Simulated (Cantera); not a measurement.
A freely propagating, adiabatic, planar premixed flame of CO : H2 : O2 : N2 = 1 : 0.089 : 0.389 : 1.46 (molar parts), unburnt at 675 K and 5.00 bar; multicomponent+Soret transport, grid criteria slope 0.08 and curve 0.16, no radiation.

Model: GRI-Mech 3.0 (53 species, 325 reactions), integrated in Cantera. The hydrogen kinetics of GRI-Mech 3.0 are dated; newer H2 mechanisms differ, most at raised pressure. Burning velocities carry a grid error of a few per cent, more on coarse grids.

x: mole fraction of selected species; z is measured from the peak of heat release.

```tsv
z (mm)	T (K)	u (m/s)	x CO	x H2	x O2	x OH	x H	x H2O
-0.350	675	1.93	0.340	0.0303	0.132	<1e-8	<1e-8	2.00e-8
-0.233	675	1.93	0.340	0.0301	0.132	<1e-8	<1e-8	5.17e-7
-0.175	675	1.93	0.341	0.0296	0.132	<1e-8	<1e-8	3.94e-6
-0.117	676	1.93	0.341	0.0282	0.133	<1e-8	<1e-8	3.62e-5
-0.0583	705	2.00	0.342	0.0222	0.133	9.52e-7	[?]	0.000980
-0.0292	938	2.64	0.330	0.0156	0.124	0.000262	[?]	0.00712
0	1404	3.86	0.285	0.00712	0.0908	0.00169	[?]	0.0192
0.0292	1740	4.67	0.231	0.00320	0.0561	0.00370	[?]	0.0221
0.0583	1933	5.09	0.199	0.00303	0.0390	0.00499	[?]	0.0203
0.117	2128	5.52	0.176	0.00325	0.0279	0.00592	[?]	0.0206
0.233	2300	5.89	0.162	0.00304	0.0210	0.00589	[?]	0.0236
0.466	2440	6.19	0.150	0.00271	0.0147	0.00519	[?]	0.0260
0.933	2543	6.40	0.139	0.00244	0.00942	0.00424	[?]	0.0277
```

Fill in the missing entries.


- -0.0583, x H: 1.58e-6
- -0.0292, x H: 0.000414
- 0, x H: 0.00426
- 0.0292, x H: 0.00829
- 0.0583, x H: 0.00935
- 0.117, x H: 0.00766
- 0.233, x H: 0.00475
- 0.466, x H: 0.00281
- 0.933, x H: 0.00172
